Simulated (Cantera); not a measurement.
## Thermodynamics of halide evaporation, hydrolysis and transport, feed CsCl + H2 + N2

Input: 1 mol CsCl, 29 mol H2, a varied amount of N2, held at 1823.15 K and 0.310 Pa.

Equilibrium computed with Cantera from the NASA thermochemical tables; the gas is ideal and each condensed phase is pure. Candidate condensed phases: Cs, CsCl, NH4Cl; 16 gas species. Equilibrium is a limit: real reactors are often held back by kinetics, nucleation or transport.

```
n(N2) (mol)  log p N2  log p H2  log p H  log p Cs  log p HCl  log p CsCl
-----------  --------  --------  -------  --------  ---------  ----------
2.7             -6.64     -5.68    -6.20     -7.29      -7.38       -7.48
5.4             -6.37     -5.71    -6.22     -7.32      -7.41       -7.52
11              -6.13     -5.78    -6.25     -7.37      -7.47       -7.59
22              -5.92     -5.88    -6.30     -7.45      -7.56       -7.71
44              -5.77     -6.04    -6.38     -7.58      -7.71       -7.90
88              -5.66     -6.26    -6.49     -7.75      -7.91       -8.16
180             -5.59     -6.54    -6.63     -7.96      -8.17       -8.50
350             -5.56     -6.84    -6.78     -8.18      -8.46       -8.86
```
log p: log10 of the partial pressure in bar; nothing condenses.

From 2.7 mol N2 to 350 mol N2 nothing is condensed. The main Cs-bearing gas is Cs throughout.
